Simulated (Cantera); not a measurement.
Cantera with NASA thermochemical tables; ideal gases at 1 bar, condensed phases pure. Values are per mole of reaction as written; species without (g) are pure solids or liquids, kept so even where they would boil at 1 bar.

Pb + I2(g) → PbI2(g)

| T (K) | ΔH° (kJ) | ΔS° (J/K) | ΔG° (kJ) | log10 K | condensed phases |
|---|---|---|---|---|---|
| 300 | -65.6 | 34.0 | -75.8 | 13.20 | Pb(s) |
| 800 | -74.7 | 18.0 | -89.1 | 5.82 | Pb(l) |
| 875 | -75.4 | 17.1 | -90.4 | 5.40 | Pb(l) |
| 950 | … | … | … | … | Pb(l) |
| 1025 | -76.9 | 15.6 | -92.8 | 4.73 | Pb(l) |
| 1100 | … | … | … | … | Pb(l) |
| 1175 | -78.2 | 14.3 | -95.1 | 4.23 | Pb(l) |
| 1250 | … | … | … | … | Pb(l) |
| 1325 | -79.6 | 13.2 | -97.2 | 3.83 | Pb(l) |
| 1400 | -80.3 | 12.7 | -98.1 | 3.66 | Pb(l) |
| 1475 | -81.0 | 12.2 | -99.1 | 3.51 | Pb(l) |

Task: What belongs in the gaps?

Result: 
- 950, ΔH° (kJ): -76.2
- 950, ΔS° (J/K): 16.3
- 950, ΔG° (kJ): -91.6
- 950, log10 K: 5.04
- 1100, ΔH° (kJ): -77.5
- 1100, ΔS° (J/K): 14.9
- 1100, ΔG° (kJ): -94.0
- 1100, log10 K: 4.46
- 1250, ΔH° (kJ): -78.9
- 1250, ΔS° (J/K): 13.8
- 1250, ΔG° (kJ): -96.1
- 1250, log10 K: 4.02
